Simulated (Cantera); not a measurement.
**Titanium nitride, carbide and oxide coatings: TiCl4 + H2O**

Charge: 1 mol TiCl4, 2.8 mol H2O, equilibrated at 420 Pa.

Cantera equilibrium calculation (NASA polynomials, part measured and part estimated; ideal gas, pure solids and liquids). Candidate condensed phases: H2O, Ti, TiCl2, TiCl3, TiCl4, TiO, TiO2, Ti2O3, Ti3O5, Ti4O7; 23 gas species. Condensed phases not in the tables: TiOCl. The numbers say what is thermodynamically allowed, not how fast it happens.

```json
[
 {"T (K)": "1173", "x HCl": "0.833", "x H2O": "0.167", "x Cl": "0.000147", "x H2": "8.11e-5", "x H": "1.64e-8", "n TiO2(rutile)": "1.00", "n TiO2(l)": "0"},
 {"T (K)": "1273", "x HCl": "0.833", "x H2O": "0.167", "x Cl": "0.000487", "x H2": "0.000255", "x H": "1.76e-7", "n TiO2(rutile)": "1.00", "n TiO2(l)": "0"},
 {"T (K)": "1373", "x HCl": "0.831", "x H2O": "0.167", "x Cl": "0.00135", "x H2": "0.000692", "x H": "1.35e-6", "n TiO2(rutile)": "1.00", "n TiO2(l)": "0"},
 {"T (K)": "1473", "x HCl": "0.829", "x H2O": "0.166", "x Cl": "0.00323", "x H2": "0.00165", "x H": "7.93e-6", "n TiO2(rutile)": "1.00", "n TiO2(l)": "0"},
 {"T (K)": "1573", "x HCl": "0.823", "x H2O": "0.166", "x Cl": "0.00692", "x H2": "0.00352", "x H": "3.72e-5", "n TiO2(rutile)": "1.000", "n TiO2(l)": "0"},
 {"T (K)": "1673", "x HCl": "0.814", "x H2O": "0.165", "x Cl": "0.0135", "x H2": "0.00685", "x H": "0.000145", "n TiO2(rutile)": "1.000", "n TiO2(l)": "0"},
 {"T (K)": "1773", "x HCl": "0.798", "x H2O": "0.164", "x Cl": "0.0243", "x H2": "0.0123", "x H": "0.000487", "n TiO2(rutile)": "1.000", "n TiO2(l)": "0"},
 {"T (K)": "1873", "x HCl": "0.774", "x H2O": "0.162", "x Cl": "0.0408", "x H2": "0.0205", "x H": "0.00143", "n TiO2(rutile)": "1.000", "n TiO2(l)": "0"},
 {"T (K)": "1973", "x HCl": "0.739", "x H2O": "0.158", "x Cl": "0.0643", "x H2": "0.0320", "x H": "0.00372", "n TiO2(rutile)": "1.000", "n TiO2(l)": "0"},
 {"T (K)": "2073", "x HCl": "0.691", "x H2O": "0.153", "x Cl": "0.0957", "x H2": "0.0468", "x H": "0.00878", "n TiO2(rutile)": "0.999", "n TiO2(l)": "0"},
 {"T (K)": "2173", "x HCl": "0.629", "x H2O": "0.144", "x Cl": "0.135", "x H2": "0.0642", "x H": "0.0189", "n TiO2(rutile)": "0", "n TiO2(l)": "0.995"}
]
```
x: gas mole fraction; n: condensed amount in mol.

From 1173 K to 2073 K the condensed part is TiO2(rutile). At 2173 K the condensed part is TiO2(l). The main Ti-bearing gas is TiCl4 at 1173 K and TiO2 at 2173 K.
